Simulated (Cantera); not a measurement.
# Catalytic combustion on Pt

An isothermal plug-flow reactor at 1048 K and 5.00 bar (inlet), inlet velocity 0.1 m/s, active area per volume 7300 1/m; feed CH4 : O2 : N2 = 0.004 : 0.024 : 0.79 (molar parts), equivalence ratio 0.33.

Cantera simulation using Deutschmann's 1995 Pt surface mechanism with GRI-Mech 3.0 gas chemistry; the numbers are that mechanism's predictions, not measurements. Catalytic surfaces can have several steady states; this one follows from the mechanism file's or the stated starting coverage. Mass transfer to the wall is taken as infinitely fast.

```csv
z (m),x CH4,x O2,x H2O,x CO2,x CO,θ free Pt,θ O*,θ OH*
0.00024,0.000689,0.0210,0.00838,0.00419,4.44e-7,0.246,0.751,0.00338
0.00046,0.000101,0.0198,0.00956,0.00477,6.61e-8,0.248,0.748,0.00361
0.00089,2.28e-6,0.0196,0.00976,0.00487,2.13e-9,0.249,0.748,0.00365
0.0017,1.79e-9,0.0196,0.00976,0.00488,4.75e-10,0.249,0.748,0.00365
0.0033,7.48e-12,0.0196,0.00976,0.00488,2.92e-10,0.249,0.748,0.00365
0.0064,4.95e-12,0.0196,0.00977,0.00488,2.15e-10,0.249,0.748,0.00365
0.012,2.15e-12,0.0196,0.00977,0.00488,2.06e-10,0.249,0.748,0.00365
0.024,<1e-12,0.0196,0.00977,0.00488,1.47e-10,0.249,0.748,0.00366
```
x: gas mole fraction; θ: surface coverage.
